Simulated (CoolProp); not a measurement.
Vapour-liquid equilibrium of carbon dioxide (1) + carbonyl sulfide (2) at -23.45 °C; x and y are mole fractions of (1).

Computed with CoolProp (multi-fluid Helmholtz-energy mixture model, Span 1996 and Lemmon 2006; pair parameters Bell 2016).

```
x     bubble pressure (MPa)  y at the bubble point  dew pressure at overall composition x (MPa)  liquid density (mol/L)
----  ---------------------  ---------------------  -------------------------------------------  ----------------------
0.05                 0.4347                  0.321                                       0.3171                   18.76
0.15                 0.6628                  0.579                                       0.3525                   19.17
0.25                 0.8489                  0.692                                       0.3964                   19.59
0.35                  1.003                  0.758                                       0.4524                   20.03
0.45                  1.135                  0.804                                       0.5260                   20.49
0.55                  1.254                  0.840                                       0.6265                   20.97
0.65                  1.365                  0.873                                       0.7702                   21.49
0.75                  1.476                  0.905                                       0.9833                   22.06
0.85                  1.588                  0.940                                        1.287                   22.70
0.95                  1.707                  0.978                                        1.621                   23.41
```

No azeotrope shows between x = 0.05 and 0.95.

The pair parameters rest on a limited set of measurements; away from them the model extrapolates.
